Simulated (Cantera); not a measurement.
An isothermal plug-flow reactor at 475 K and 0.210 bar (inlet), inlet velocity 1.6 m/s, active area per volume 3900 1/m; feed H₂ : O₂ : N₂ = 0.0031 : 0.15 : 0.79 (molar parts), equivalence ratio 0.010.

Cantera simulation using Deutschmann's 1995 Pt surface mechanism with GRI-Mech 3.0 gas chemistry; the numbers are that mechanism's predictions, not measurements. Catalytic surfaces can have several steady states; this one follows from the mechanism file's or the stated starting coverage. Mass transfer to the wall is taken as infinitely fast.

Question: What does this change do: area per volume 3900 to 970 1/m?

Answer: 
```
quantity                before     after
---------------------  -------  --------
x(H₂) at z = 0.033 m   5.17e-5  0.000199
x(O₂) at z = 0.033 m     0.158     0.158
x(H₂O) at z = 0.033 m  0.00324   0.00309
θ(O*) at the exit        0.999     0.996
θ(OH*) at the exit     0.00101   0.00195
```

Question: What does this change do: H2 0.0031 to 0.001 parts?

Answer: 
| quantity | before | after |
|---|---|---|
| x(H₂) at z = 0.033 m | 5.17e-5 | 5.05e-5 |
| x(O₂) at z = 0.033 m | 0.158 | 0.159 |
| x(H₂O) at z = 0.033 m | 0.00324 | 0.00101 |
| θ(O*) at the exit | 0.999 | 0.999 |
